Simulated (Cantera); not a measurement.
## Premixed flame

A freely propagating, adiabatic, planar premixed flame of CH4 : C2H6 : C3H8 : O2 : N2 = 1 : 0.16 : 0.041 : 4.07 : 15.3 (molar parts), equivalence ratio 0.68, unburnt at 398 K and 0.316 atm; mixture-averaged transport, grid criteria slope 0.08 and curve 0.16, no radiation.

Detailed kinetics in Cantera: GRI-Mech 3.0 (53 species, 325 reactions). Burning velocities carry a grid error of a few per cent, more on coarse grids.

```json
[
 {"z (mm)": "-3.87", "T (K)": "398", "u (m/s)": "0.501", "x CH4": "0.0486", "x C2H6": "0.00778", "x C3H8": "0.00199", "x H": "<1e-8", "x OH": "<1e-8", "x C2H4": "3.98e-8"},
 {"z (mm)": "-2.58", "T (K)": "400", "u (m/s)": "0.504", "x CH4": "0.0485", "x C2H6": "0.00777", "x C3H8": "0.00199", "x H": "<1e-8", "x OH": "<1e-8", "x C2H4": "1.02e-6"},
 {"z (mm)": "-1.94", "T (K)": "405", "u (m/s)": "0.511", "x CH4": "0.0482", "x C2H6": "0.00775", "x C3H8": "0.00199", "x H": "<1e-8", "x OH": "<1e-8", "x C2H4": "5.33e-6"},
 {"z (mm)": "-1.29", "T (K)": "452", "u (m/s)": "0.572", "x CH4": "0.0463", "x C2H6": "0.00761", "x C3H8": "0.00197", "x H": "1.78e-8", "x OH": "1.09e-7", "x C2H4": "6.98e-5"},
 {"z (mm)": "-0.646", "T (K)": "767", "u (m/s)": "0.981", "x CH4": "0.0345", "x C2H6": "0.00576", "x C3H8": "0.00150", "x H": "3.45e-5", "x OH": "2.01e-5", "x C2H4": "0.000709"},
 {"z (mm)": "-0.323", "T (K)": "1106", "u (m/s)": "1.43", "x CH4": "0.0209", "x C2H6": "0.00279", "x C3H8": "0.000607", "x H": "0.000354", "x OH": "0.000185", "x C2H4": "0.00110"},
 {"z (mm)": "0", "T (K)": "1437", "u (m/s)": "1.86", "x CH4": "0.00605", "x C2H6": "0.000219", "x C3H8": "2.61e-5", "x H": "0.00173", "x OH": "0.00162", "x C2H4": "0.000443"},
 {"z (mm)": "0.323", "T (K)": "1574", "u (m/s)": "2.04", "x CH4": "0.000573", "x C2H6": "8.64e-7", "x C3H8": "3.03e-8", "x H": "0.00338", "x OH": "0.00399", "x C2H4": "1.82e-5"},
 {"z (mm)": "0.646", "T (K)": "1617", "u (m/s)": "2.09", "x CH4": "3.06e-5", "x C2H6": "<1e-8", "x C3H8": "<1e-8", "x H": "0.00411", "x OH": "0.00507", "x C2H4": "2.69e-7"},
 {"z (mm)": "1.29", "T (K)": "1670", "u (m/s)": "2.15", "x CH4": "7.43e-8", "x C2H6": "<1e-8", "x C3H8": "<1e-8", "x H": "0.00399", "x OH": "0.00572", "x C2H4": "<1e-8"},
 {"z (mm)": "2.58", "T (K)": "1733", "u (m/s)": "2.22", "x CH4": "<1e-8", "x C2H6": "<1e-8", "x C3H8": "<1e-8", "x H": "0.00278", "x OH": "0.00574", "x C2H4": "<1e-8"},
 {"z (mm)": "5.16", "T (K)": "1796", "u (m/s)": "2.29", "x CH4": "<1e-8", "x C2H6": "<1e-8", "x C3H8": "<1e-8", "x H": "0.00135", "x OH": "0.00506", "x C2H4": "<1e-8"},
 {"z (mm)": "10.3", "T (K)": "1845", "u (m/s)": "2.35", "x CH4": "<1e-8", "x C2H6": "<1e-8", "x C3H8": "<1e-8", "x H": "0.000475", "x OH": "0.00389", "x C2H4": "<1e-8"}
]
```
x: mole fraction of selected species; z is measured from the peak of heat release.

```yaml
laminar_burning_velocity: 50.1 cm/s
thermal_thickness: 1.29 mm
peak x(H): 0.00421
peak x(OH): 0.00582
peak x(C2H4): 0.00110
grid_points: 147
```
